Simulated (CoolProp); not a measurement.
Values from CoolProp's reference Helmholtz-energy equation of state, Gao 2022.

Task: Give the vapour pressure (bar), liquid density (kg/m³), enthalpy of vaporisation (kJ/kg) of saturated n-perfluorohexane at 333.3, 353.6 K.

Result: 
| T (K) | p (bar) | liquid density (kg/m³) | enthalpy of vaporisation (kJ/kg) |
|---|---|---|---|
| 333.3 | 1.12 | 1570 | 83.6 |
| 353.6 | 2.10 | 1500 | 77.4 |
